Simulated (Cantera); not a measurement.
B2O3 + HF (oxide etching and cleaning by halides)

A closed system holds: 1 mol B2O3, a varied amount of HF, equilibrated at 1498.15 K and 100000 Pa.

Equilibrium computed with Cantera from the NASA thermochemical tables; the gas is ideal and each condensed phase is pure. Candidate condensed phases: B, B2O3, B3O3H3, H2O; 43 gas species. Gases not in the tables: H3BO3. Kinetics and transport are ignored.

From 2.6 mol HF to 5.8 mol HF the condensed part is B2O3(l). From 7.2 mol HF to 25 mol HF nothing is condensed.

| n(HF) (mol) | log p HF | log p H2O | log p BF3 | log p BOF | log p B3O3F3 | log p HBO2 | n B2O3(l) |
|---|---|---|---|---|---|---|---|
| 2.6 | -0.41 | -0.47 | -0.73 | -1.33 | -1.55 | -1.86 | 0.596 |
| 3.2 | -0.41 | -0.47 | -0.73 | -1.33 | -1.55 | -1.86 | 0.503 |
| 3.9 | -0.41 | -0.47 | -0.73 | -1.33 | -1.55 | -1.86 | 0.394 |
| 4.8 | -0.41 | -0.47 | -0.73 | -1.33 | -1.55 | -1.86 | 0.254 |
| 5.8 | -0.41 | -0.47 | -0.73 | -1.33 | -1.55 | -1.86 | 0.0990 |
| 7.2 | -0.39 | -0.48 | -0.72 | -1.39 | -1.73 | -1.96 | 0 |
| 8.8 | -0.33 | -0.52 | -0.72 | -1.54 | -2.16 | -2.19 | 0 |
| 11 | -0.27 | -0.57 | -0.77 | -1.77 | -2.86 | -2.54 | 0 |
| 13 | -0.22 | -0.63 | -0.82 | -1.98 | -3.49 | -2.86 | 0 |
| 16 | -0.17 | -0.72 | -0.90 | -2.24 | -4.28 | -3.26 | 0 |
| 20 | -0.13 | -0.81 | -0.99 | -2.51 | -5.08 | -3.66 | 0 |
| 25 | -0.10 | -0.91 | -1.09 | -2.77 | -5.85 | -4.04 | 0 |
log p: log10 of the partial pressure in bar; n: condensed amount in mol.
